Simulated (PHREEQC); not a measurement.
Make-up at 25 °C: 0.0068 mol/kgw ZnCl2, 0.0053 mol/kgw KOH and 0.00062 mol/kgw Na2SiF6. Closed to the air; pH follows from the charge balance.

Computed with PHREEQC (ion-association model, wateq4f.dat).

```
Property                  Result
----------------  --------------
pH                          8.23
ionic strength    0.0217 mol/kgw
total alkalinity     2.82 meq/kg
```

| species | molality | activity | log γ |
|---|---|---|---|
| Cl- | 0.0133 | 0.0115 | -0.064 |
| K+ | 0.00530 | 0.00458 | -0.064 |
| Zn+2 | 0.00477 | 0.00279 | -0.233 |
| F- | 0.00358 | 0.00309 | -0.064 |
| Na+ | 0.00124 | 0.00108 | -0.061 |
| Zn(OH)2 | 0.00101 | 0.00102 | 0.002 |

This is a speciation only: nothing precipitates in the calculation. The solution is supersaturated, for example in Zn(OH)2-e, Zn5(OH)8Cl2, so a real one may precipitate; this is no full list. SiF6-2 is the database's only silicon fluoride.
